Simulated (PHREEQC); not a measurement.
Consider water at 25 °C with 2.2 mmol/kgw ZnSO4 and 8.8 mmol/kgw FeSO4. Closed to the air; pH follows from the charge balance.

Model: ion-association model, phreeqc.dat, run in PHREEQC.

```
Property                       Value
--------------------  --------------
pH                              5.93
ionic strength        0.0311 mol/kgw
specific conductance      1660 µS/cm
```

| species | molality | activity | log γ |
|---|---|---|---|
| SO4-2 | 0.00774 | 0.00406 | -0.280 |
| Fe+2 | 0.00634 | 0.00343 | -0.267 |
| FeSO4 | 0.00246 | 0.00247 | 0.003 |
| Zn+2 | 0.00144 | 0.000757 | -0.279 |
| ZnSO4 | 0.000714 | 0.000720 | 0.003 |
| Zn(SO4)2-2 | 4.59e-5 | 2.37e-5 | -0.287 |
| H+ | 1.35e-6 | 1.18e-6 | -0.059 |
| FeOH+ | 1.08e-6 | 9.17e-7 | -0.070 |

No solid was allowed to form.
